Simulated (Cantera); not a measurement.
**Low-pressure radical oxidation in H2/O2**

An isothermal, constant-pressure homogeneous reactor starts with H2 : O2 : H2O = 0.048 : 1 : 0.036 (molar parts), equivalence ratio 0.024, at 1450 K and 320 Pa.

Model: GRI-Mech 3.0 (53 species, 325 reactions), integrated in Cantera. Radical loss at walls, strong at low pressure, is not modelled. The temperature is held fixed by assumption; the heat of reaction is taken as removed at once.

| t (s) | x H2 | x O2 | x OH | x HO2 | x H2O | x H2O2 | x H |
|---|---|---|---|---|---|---|---|
| 2.00e-6 | 0.0443 | 0.923 | 2.71e-11 | 9.10e-10 | 0.0332 | <1e-12 | 8.83e-10 |
| 5.97e-6 | 0.0443 | 0.923 | 1.48e-10 | 2.71e-9 | 0.0332 | <1e-12 | 2.57e-9 |
| 1.78e-5 | 0.0443 | 0.923 | 9.99e-10 | 8.10e-9 | 0.0332 | <1e-12 | 7.13e-9 |
| 5.32e-5 | 0.0443 | 0.923 | 6.93e-9 | 2.42e-8 | 0.0332 | 4.40e-12 | 1.77e-8 |
| 0.000159 | 0.0443 | 0.923 | 4.23e-8 | 7.21e-8 | 0.0332 | 3.86e-11 | 3.94e-8 |
| 0.000474 | 0.0443 | 0.923 | 2.64e-7 | 2.15e-7 | 0.0332 | 3.28e-10 | 1.30e-7 |
| 0.00141 | 0.0443 | 0.922 | 5.72e-6 | 6.37e-7 | 0.0332 | 2.55e-9 | 2.33e-6 |
| 0.00422 | 0.0229 | 0.905 | 0.00791 | 5.22e-7 | 0.0488 | 1.62e-8 | 0.00381 |
| 0.0126 | 0.00116 | 0.885 | 0.00766 | 5.10e-7 | 0.0699 | 1.50e-8 | 0.00529 |
| 0.0376 | 0.00114 | 0.886 | 0.00759 | 5.07e-7 | 0.0700 | 1.49e-8 | 0.00513 |
| 0.112 | 0.00107 | 0.888 | 0.00739 | 4.97e-7 | 0.0705 | 1.47e-8 | 0.00469 |
| 0.335 | 0.000913 | 0.893 | 0.00683 | 4.70e-7 | 0.0718 | 1.40e-8 | 0.00362 |
| 1.00 | 0.000586 | 0.903 | 0.00550 | 3.93e-7 | 0.0742 | 1.20e-8 | 0.00181 |
x: mole fraction; the columns are a selection and need not sum to one.

Equilibrium at this temperature and pressure: H2 1.39e-6, O2 0.921, OH 0.000271, HO2 8.60e-8, H2O 0.0791, H2O2 6.61e-10, H 1.98e-7 (gas phase only).
